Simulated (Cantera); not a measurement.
Feed: 1 mol SiH4, 0.11 mol O3, 17 mol H2, equilibrated at 0.130 bar.

These are equilibrium values from Cantera (NASA tables, ideal gas, pure condensed phases), not measurements of a reactor. Candidate condensed phases: H2O, Si, SiO2; 18 gas species. Mutual solubility and eutectic melting of coexisting phases are not modelled. The tables hold silica as quartz up to 1696 K and as liquid above; real silica turns to tridymite and cristobalite and melts near 1996 K. The numbers say what is thermodynamically allowed, not how fast it happens.

Over these rows the condensed part is Si(s) + SiO2(β-quartz). Partial pressures as log10 of bar:

```csv
T (K),1000/T (1/K),log p SiO,log p H2
1125,0.8889,-7.27,-0.89
1200,0.8333,-6.27,-0.89
1275,0.7843,-5.39,-0.89
1350,0.7407,-4.61,-0.89
1425,0.7018,?,-0.89
1500,0.6667,-3.29,-0.89
```

### Question
Fit log p(SiO) = a + b·(1000/T) to the five rows, give the apparent enthalpy, and predict the row at 1425 K.

### Answer
Means: 1000/T = 0.7828, log p = -5.366. Sxy = -0.520554, Sxx = 0.0290613, so b = -17.91 and a = -5.366 − (-17.91)×0.7828 = 8.65.
Apparent enthalpy: −19.145 × (-17.91) = 343 kJ/mol. The condensed phases alone fix this pressure, through 1/2 Si(s) + 1/2 SiO2(β-quartz) = SiO(g), so the slope is that reaction's ΔH° and the other gases don't enter. The five rows lie within 0.01 of the line.
Prediction at 1425 K: 8.65 + (-17.91)×0.7018 = -3.92. The computed value is -3.91, 0.01 from the line.
